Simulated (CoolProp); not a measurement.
Properties of R410A along the isotherm 500 K.

Model: reference Helmholtz-energy equation of state, Lemmon 2003, in CoolProp. It is a pseudo-pure fit of the blend.

```tsv
p (kPa)	phase	density (kg/m³)	isothermal compressibility (1/MPa)	expansivity (1/kK)	viscosity (µPa s)	fugacity coefficient
4900	gas	93.62	[?]	2.861	22.7	0.9151
9800	supercritical	[?]	0.1167	3.831	26.2	0.8424
14700	supercritical	321.6	0.07479	4.504	32.3	0.7827
19600	supercritical	433.7	0.04920	4.561	39.9	0.7370
24500	supercritical	529.2	0.03334	4.218	47.4	0.7043
29400	supercritical	[?]	0.02346	3.740	[?]	0.6822
34300	supercritical	670.0	0.01723	3.284	60.1	0.6685
39200	supercritical	721.4	0.01322	2.906	65.4	0.6614
44100	supercritical	764.3	0.01053	2.607	[?]	0.6597
49000	supercritical	800.9	0.008669	2.370	[?]	0.6623
```

Some entries are withheld; supply them.


- 4900, isothermal compressibility (1/MPa): 0.2220
- 9800, density (kg/m³): 203.1
- 29400, density (kg/m³): 607.1
- 29400, viscosity (µPa s): 54.2
- 44100, viscosity (µPa s): 70.1
- 49000, viscosity (µPa s): 74.6

Viscosity comes from a separate model (Geller 2000).
